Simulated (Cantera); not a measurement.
Cantera run, input and output.

```python
import numpy as np
import cantera as ct

surf = ct.Interface("diamond.yaml", "diamond_100")
gas, bulk = surf.adjacent["gas"], surf.adjacent["diamond"]
k = surf.kinetics_species_index(bulk.species_names[0])
cover = ["c6HH", "c6H*", "c6*H", "c6**", "c6HM", "c6B"]

rows, drift = [], 0.0
print(f"{'P':>10s}{'um/h':>11s}" + "".join(f"{s:>11s}" for s in cover))
for v in [640, 960, 1400, 2100, 3200, 4700, 7100, 11000]:
    T, P, xH, xCH3 = 1175, v, 0.0019, 1.1e-05
    gas.TPX = T, P, {"H": xH, "CH3": xCH3, "CH4": 0.026, "H2": 1 - xH - xCH3 - 0.026}
    surf.TP = bulk.TP = T, P
    surf.coverages = "c6H*:0.1, c6HH:0.9"
    surf.advance_coverages(100.0)
    before = surf.coverages
    surf.advance_coverages(100.0)
    drift = max(drift, np.max(np.abs(surf.coverages - before) / (surf.coverages + 1e-9)))
    rate = surf.net_production_rates[k] * bulk.mean_molecular_weight / bulk.density * 3.6e9
    rows.append([rate, *surf[cover].coverages])
    print(f"{v:10.4g}{rate:11.4e}" + "".join(f"{x:11.3e}" for x in rows[-1][1:]))
```

It prints:

```
         P       um/h       c6HH       c6H*       c6*H       c6**       c6HM        c6B
       640 5.6286e-03  4.660e-01  3.528e-02  4.747e-01  2.390e-02  4.362e-05  1.527e-11
       960 9.7744e-03  4.660e-01  3.528e-02  4.747e-01  2.390e-02  6.467e-05  2.652e-11
      1400 1.6796e-02  4.659e-01  3.528e-02  4.747e-01  2.390e-02  9.266e-05  4.558e-11
      2100 3.0925e-02  4.659e-01  3.528e-02  4.746e-01  2.390e-02  1.351e-04  8.392e-11
      3200 5.9811e-02  4.659e-01  3.528e-02  4.746e-01  2.389e-02  1.969e-04  1.623e-10
      4700 1.1072e-01  4.658e-01  3.528e-02  4.745e-01  2.389e-02  2.729e-04  3.004e-10
      7100 2.1503e-01  4.657e-01  3.528e-02  4.744e-01  2.389e-02  3.781e-04  5.835e-10
   1.1e+04 4.3024e-01  4.656e-01  3.529e-02  4.743e-01  2.389e-02  5.162e-04  1.167e-09
```

Cantera simulation using the Harris–Goodwin 1993 mechanism for the reconstructed diamond (100) surface; the numbers are that mechanism's predictions, not measurements.
